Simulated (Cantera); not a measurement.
Mixture: CH₄ : O₂ : N₂ = 1 : 2.02 : 7.6 (molar parts), equivalence ratio 0.99, at 4.93 atm, adiabatic and at constant pressure. Ignition delay is the time to a rise of 400 K.

Detailed kinetics in Cantera: GRI-Mech 3.0 (53 species, 325 reactions).

Question: What does this change do: pressure from 4.93 atm to 1.00 atm?

Answer: 
```json
[
 {"quantity": "delay at 1250 K", "before": "5.30 ms", "after": "22.5 ms"},
 {"quantity": "delay at 1400 K", "before": "0.940 ms", "after": "3.41 ms"},
 {"quantity": "delay at 1550 K", "before": "0.207 ms", "after": "0.717 ms"},
 {"quantity": "delay at 1700 K", "before": "57.5 µs", "after": "0.212 ms"},
 {"quantity": "delay at 1850 K", "before": "20.2 µs", "after": "81.5 µs"},
 {"quantity": "apparent activation energy between 1700 and 1850 K", "before": "180 kJ/mol", "after": "170 kJ/mol"}
]
```

Question: What does this change do: pressure from 4.93 atm to 0.553 atm?

Answer: 
| quantity | before | after |
|---|---|---|
| delay at 1250 K | 5.30 ms | 36.0 ms |
| delay at 1400 K | 0.940 ms | 5.29 ms |
| delay at 1550 K | 0.207 ms | 1.14 ms |
| delay at 1700 K | 57.5 µs | 0.356 ms |
| delay at 1850 K | 20.2 µs | 0.141 ms |
| apparent activation energy between 1700 and 1850 K | 180 kJ/mol | 160 kJ/mol |
